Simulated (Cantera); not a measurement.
Input: 1 mol CaCO₃, 0.081 mol H₂O, 0.56 mol H₂, held at 0.100 bar.

Cantera equilibrium calculation (NASA polynomials, part measured and part estimated; ideal gas, pure solids and liquids). Candidate condensed phases: C, C₆H₆, C₇H₈, C₈H₁₈, Ca, CaCO₃, CaO, Ca(OH)₂, H₂O; 115 gas species. Kinetics and transport are ignored.

Task: At 1425 K, list the 4 most abundant gas species with their mole fractions, and the condensed phases.

Result: CO₂ 0.360, H₂O 0.299, CO 0.250, H₂ 0.0914. Condensed: CaO(s).
